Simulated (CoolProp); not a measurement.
A single-stage vapour-compression cycle with R141b: evaporating at 302.15 K (dew point), condensing at 362.15 K (bubble point), superheat 8 K, subcooling 2 K, compressor efficiency 0.75, no pressure losses. Each further row changes one setting.

The numbers come from the reference Helmholtz-energy equation of state, Lemmon 2006 in CoolProp. It is a short technical equation, of lower accuracy than the large ones.

```
case                              cooling COP  pressure ratio  discharge temperature (K)  refrigerating effect (kJ/kg)  volumetric capacity (kJ/m³)
--------------------------------  -----------  --------------  -------------------------  ----------------------------  ---------------------------
as stated                                   …            5.78                      381.7                           160                          684
evaporating temperature 307.15 K         3.45            4.85                      380.0                           164                          824
condensing temperature 357.15 K             …            5.12                      376.5                           167                          711
subcooling 7 K                              …            5.78                      381.7                           167                          711
superheat 18 K                              …            5.78                          …                           169                          693
compressor efficiency 0.65               2.64            5.78                          …                           160                          684
```

What belongs in the gaps?


- as stated, cooling COP: 3.05
- condensing temperature 357.15 K, cooling COP: 3.41
- subcooling 7 K, cooling COP: 3.17
- superheat 18 K, cooling COP: 3.09
- superheat 18 K, discharge temperature (K): 392.3
- compressor efficiency 0.65, discharge temperature (K): 390.2
